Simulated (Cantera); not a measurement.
# Hydrocarbon pyrolysis for carbon deposition

An isothermal, constant-pressure homogeneous reactor starts with C2H6 : N2 = 1 : 5.6 (molar parts), at 1950 K and 43000 Pa.

Computed with Cantera and GRI-Mech 3.0 (53 species, 325 reactions). GRI-Mech 3.0 stops at C3 and has no aromatics, soot or wall deposition, so with more carbon than oxygen in the feed, carbon stays in small species such as C2H2 where larger ones or solid carbon would form.

```json
[
 {"t (s)": "1.00e-6", "x C2H6": "0.136", "x C2H4": "0.000634", "x C2H": "2.61e-11", "x CH4": "0.00101", "x HCN": "3.26e-9", "x H": "0.000235", "x CH2": "3.22e-5"},
 {"t (s)": "4.38e-6", "x C2H6": "0.0727", "x C2H4": "0.0262", "x C2H": "8.08e-7", "x CH4": "0.0125", "x HCN": "1.73e-6", "x H": "0.00163", "x CH2": "0.000201"},
 {"t (s)": "1.92e-5", "x C2H6": "0.00305", "x C2H4": "0.0430", "x C2H": "1.49e-5", "x CH4": "0.0451", "x HCN": "1.01e-5", "x H": "0.00236", "x CH2": "0.000116"},
 {"t (s)": "8.41e-5", "x C2H6": "0.000118", "x C2H4": "0.00947", "x C2H": "6.97e-6", "x CH4": "0.0419", "x HCN": "1.29e-5", "x H": "0.000831", "x CH2": "1.52e-5"},
 {"t (s)": "0.000368", "x C2H6": "3.40e-5", "x C2H4": "0.00106", "x C2H": "4.89e-6", "x CH4": "0.0342", "x HCN": "1.37e-5", "x H": "0.000573", "x CH2": "5.93e-6"},
 {"t (s)": "0.00161", "x C2H6": "1.17e-5", "x C2H4": "0.000350", "x C2H": "5.36e-6", "x CH4": "0.0195", "x HCN": "1.58e-5", "x H": "0.000653", "x CH2": "4.02e-6"},
 {"t (s)": "0.00707", "x C2H6": "1.29e-6", "x C2H4": "0.000125", "x C2H": "6.17e-6", "x CH4": "0.00601", "x HCN": "2.14e-5", "x H": "0.000775", "x CH2": "1.67e-6"},
 {"t (s)": "0.0310", "x C2H6": "7.18e-8", "x C2H4": "0.000103", "x C2H": "6.59e-6", "x CH4": "0.00135", "x HCN": "2.95e-5", "x H": "0.000836", "x CH2": "4.35e-7"},
 {"t (s)": "0.136", "x C2H6": "8.44e-9", "x C2H4": "0.000103", "x C2H": "6.66e-6", "x CH4": "0.000407", "x HCN": "4.00e-5", "x H": "0.000847", "x CH2": "1.35e-7"},
 {"t (s)": "0.595", "x C2H6": "6.34e-9", "x C2H4": "0.000103", "x C2H": "6.66e-6", "x CH4": "0.000334", "x HCN": "6.91e-5", "x H": "0.000847", "x CH2": "1.11e-7"},
 {"t (s)": "2.60", "x C2H6": "6.33e-9", "x C2H4": "0.000103", "x C2H": "6.65e-6", "x CH4": "0.000334", "x HCN": "0.000205", "x H": "0.000847", "x CH2": "1.11e-7"},
 {"t (s)": "11.4", "x C2H6": "6.32e-9", "x C2H4": "0.000103", "x C2H": "6.64e-6", "x CH4": "0.000334", "x HCN": "0.000790", "x H": "0.000847", "x CH2": "1.11e-7"},
 {"t (s)": "50.0", "x C2H6": "6.27e-9", "x C2H4": "0.000102", "x C2H": "6.57e-6", "x CH4": "0.000332", "x HCN": "0.00308", "x H": "0.000847", "x CH2": "1.11e-7"}
]
```
x: mole fraction; the columns are a selection and need not sum to one.

Equilibrium at this temperature and pressure: C2H6 3.08e-9, C2H4 4.93e-5, C2H 3.18e-6, CH4 0.000234, HCN 0.121, H 0.000848, CH2 7.78e-8 (gas phase only).
